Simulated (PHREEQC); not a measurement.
Synthetic water in mmol/kgw, 25 °C, pH 6.37, pe 0.3: Na 0.00285; K 0.000453; Ca 0.0202; Mg 0.000264; Cl 0.00495; S(6) 0.0132; Alkalinity (meq/kgw) 0.0129; F 1.88e-05; N(-3) 0.000179; Fe(2) 0.00043; Br 0.000211; B 0.00128; Mn(2) 5.42e-06.

Valence states are taken as typed.

All values are PHREEQC results (ion-association model, phreeqc.dat), not measurements.

This is a speciation only: nothing precipitates in the calculation.

Task: Estimate the charge-balance error.

Result: charge-balance error 0.9 %.

Task: In which forms is C present?

Result: HCO3- 51 %, CO2 49 % of the C.

Real BF4- forms and hydrolyses slowly; the run takes it at equilibrium. Fluoro complexes past AlF4- and FeF3 are missing from the database.
